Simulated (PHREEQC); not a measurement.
A solution holds 0.0013 mol HF, 0.0038 mol NaF, 0.00038 mol H2SiF6 and 0.28 mol H2SO4 per kg of water, at 5 °C. Closed to the air; pH follows from the charge balance.

The numbers come from PHREEQC with the ion-association model, phreeqc.dat.

```yaml
pH: 0.60
ionic_strength: 0.369 mol/kgw
activity_of_water: 0.990
specific_conductance: 56600 µS/cm
density: 1.018 g/cm³
total_alkalinity: -564 meq/kg
```

```csv
species,molality,activity,log γ
H+,0.321,0.251,-0.108
HSO4-,0.236,0.174,-0.132
SO4-2,0.0442,0.0106,-0.619
HF,0.00519,0.00565,0.037
Na+,0.00363,0.00265,-0.136
SiF6-2,0.000360,8.95e-5,-0.604
```

No solid was allowed to form. Complexes and solids missing from the database can't appear. Constants without temperature data keep their 25 °C values here. SiF6-2 is the database's only silicon fluoride.
